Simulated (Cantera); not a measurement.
A Cantera script and what it prints.

```python
import numpy as np
import cantera as ct

gas_names = """
    AL ALH ALI ALI3 ALO ALOH ALO2 ALO2H AL2 AL2I6 AL2O AL2O2 H HALO HI HO2 H2 H2O H2O2 I I2 O OH O2 O3
""".split()
cond_names = """
    AL(cr) AL(L) ALI3(s) ALI3(L) AL2O3(a) AL2O3(L) H2O(s) H2O(L) I2(cr) I2(L)
""".split()


def load(file, names, dense=False):
    # The tables refer to 1 bar. Condensed volumes are neglected.
    table = {s.name: s for s in ct.Species.list_from_file(file)}
    out = []
    for n in names:
        d = dict(table[n].input_data)
        d["thermo"] = dict(d["thermo"], **{"reference-pressure": 1e5})
        if dense:
            d["equation-of-state"] = {"model": "constant-volume", "density": "1e6 g/cm^3"}
        out.append(ct.Species.from_dict(d))
    return out


gas = ct.Solution(thermo="ideal-gas", species=load("nasa_gas.yaml", gas_names))
cond = {s.name: ct.Solution(thermo="fixed-stoichiometry", species=[s], name=s.name)
        for s in load("nasa_condensed.yaml", cond_names, dense=True)}
atoms = {
    'AlI3': {'AL': 1, 'I': 3},
    'H2O': {'H': 2, 'O': 1},
    'H2': {'H': 2},
}
top_T = {}  # K; cautious upper limits of use, not melting points


def equilibrate(T, P, feed):
    n = {}
    for name, mol in feed.items():
        for a, k in atoms[name].items():
            n[a] = n.get(a, 0.0) + k * mol
    gas.TPX = T, P, n
    mass = sum(n.values()) * gas.mean_molecular_weight
    gas.equilibrate("TP")
    valid = [c for c in cond.values() if c.min_temp <= T <= top_T.get(c.name, c.max_temp)]
    mix = ct.Mixture([(gas, mass / gas.mean_molecular_weight)] + [(c, 0.0) for c in valid])
    mix.T, mix.P = T, P
    mix.equilibrate("TP", solver="vcs", rtol=1e-11, max_steps=5000)
    return mix


results = []
feed = {'AlI3': 1, 'H2O': 0.36, 'H2': 31}  # mol
T = 1098.15  # K
for P in [10, 37, 140, 520, 1900, 7200, 27000, 100000]:
    mix = equilibrate(T, P, feed)
    results.append((T, P, feed, dict(zip(mix.species_names, mix.species_moles))))
    x = sorted(zip(gas.X, gas.species_names), reverse=True)
    print(f"T = {T:g} K  P = {P:g} Pa  gas = {mix.phase_moles(0):.4g} mol")
    print("   x: " + "  ".join(f"{s} {v:.3e}" for v, s in x if v > 0.001))
    print("   condensed (mol): " + ("  ".join(f"{mix.phase(i).name} {mix.phase_moles(i):.4g}"
          for i in range(1, mix.n_phases) if mix.phase_moles(i) > 1e-12) or "none"))
```

Result:

```
T = 1098.15 K  P = 10 Pa  gas = 33.73 mol
   x: H2 9.222e-01  I 4.005e-02  ALI 1.694e-02  HI 1.515e-02  ALI3 5.595e-03
   condensed (mol): AL2O3(a) 0.12
T = 1098.15 K  P = 37 Pa  gas = 33.17 mol
   x: H2 9.371e-01  I 2.308e-02  HI 1.693e-02  ALI3 1.375e-02  ALI 9.161e-03
   condensed (mol): AL2O3(a) 0.12
T = 1098.15 K  P = 140 Pa  gas = 32.79 mol
   x: H2 9.479e-01  ALI3 1.971e-02  HI 1.702e-02  I 1.186e-02  ALI 3.472e-03
   condensed (mol): AL2O3(a) 0.12
T = 1098.15 K  P = 520 Pa  gas = 32.62 mol
   x: H2 9.527e-01  ALI3 2.231e-02  HI 1.766e-02  I 6.368e-03
   condensed (mol): AL2O3(a) 0.12
T = 1098.15 K  P = 1900 Pa  gas = 32.55 mol
   x: H2 9.541e-01  ALI3 2.311e-02  HI 1.900e-02  I 3.582e-03
   condensed (mol): AL2O3(a) 0.12
T = 1098.15 K  P = 7200 Pa  gas = 32.51 mol
   x: H2 9.544e-01  ALI3 2.332e-02  HI 2.026e-02  I 1.962e-03
   condensed (mol): AL2O3(a) 0.12
T = 1098.15 K  P = 27000 Pa  gas = 32.5 mol
   x: H2 9.544e-01  ALI3 2.337e-02  HI 2.109e-02  I 1.055e-03
   condensed (mol): AL2O3(a) 0.12
T = 1098.15 K  P = 100000 Pa  gas = 32.49 mol
   x: H2 9.545e-01  ALI3 2.338e-02  HI 2.157e-02
   condensed (mol): AL2O3(a) 0.12
```

Method: chemical equilibrium by Gibbs-energy minimisation in Cantera with the NASA 1993 tables (ideal gas, pure condensed phases).
